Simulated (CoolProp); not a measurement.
R1336mzz(E) along the isotherm 136.85 °C: fugacity coefficient from the reference equation and from simpler models built on Tc = 130.4 °C, pc = 27.79 bar, ω = 0.413; each cubic takes its own stable root.

Values from CoolProp's reference Helmholtz-energy equation of state, Akasaka 2023.

```csv
p (bar),phase,reference
0.18,gas,0.9978
0.321,gas,0.9961
0.57,gas,0.9930
1.01,gas,0.9877
1.8,gas,0.9781
3.21,gas,0.9611
5.7,gas,0.9313
10.1,gas,0.8796
18,gas,0.7889
32.1,supercritical,0.6203
57,supercritical,0.4047
```

Question: How far does each simpler model (van der Waals, Redlich-Kwong) lie from the reference over these 11 states: mean and median of the absolute difference, and the worst?

Answer: 
- van der Waals: mean 2.3 %, median 0.6 %, worst +11.9 % at 136.85 °C and 57 bar
- Redlich-Kwong: mean 0.7 %, median 0.2 %, worst +4.5 % at 136.85 °C and 57 bar
